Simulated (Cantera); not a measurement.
Thermodynamics of silicon etching in halogen gases, feed Si + HCl + H2 + Cl2

Input: 1 mol Si, 4 mol HCl, 36 mol H2, 2 mol Cl2, equilibrated at 75.0 Torr.

Equilibrium computed with Cantera from the NASA thermochemical tables; the gas is ideal and each condensed phase is pure. Candidate condensed phases: Si; 19 gas species. The tables' values for SiCl3 are old estimates; treat these amounts as uncertain. Equilibrium is a limit: real reactors are often held back by kinetics, nucleation or transport.

```tsv
T (K)	x H2	x HCl	x SiCl4	x SiCl2	x SiHCl3	x SiCl3	x SiH2Cl2
1075	0.875	0.100	0.0216	8.32e-5	0.00234	0.000337	2.96e-5
1125	0.874	0.102	0.0202	0.000331	0.00301	0.000737	5.50e-5
1175	0.871	0.105	0.0182	0.00108	0.00357	0.00142	8.97e-5
1225	0.866	0.109	0.0152	0.00285	0.00377	0.00234	0.000124
1275	0.860	0.116	0.0115	0.00592	0.00344	0.00323	0.000143
1325	0.853	0.123	0.00764	0.00987	0.00272	0.00373	0.000138
1375	0.847	0.129	0.00453	0.0138	0.00189	0.00369	0.000117
1425	0.842	0.134	0.00245	0.0169	0.00120	0.00325	9.00e-5
1475	0.839	0.137	0.00126	0.0192	0.000730	0.00267	6.61e-5
1525	0.837	0.139	0.000643	0.0206	0.000436	0.00211	4.77e-5
1575	0.836	0.140	0.000330	0.0216	0.000262	0.00165	3.43e-5
```
x: gas mole fraction; nothing condenses.

From 1075 K to 1575 K nothing is condensed. The main Si-bearing gas is SiCl4 at 1075 K and SiCl2 at 1575 K.
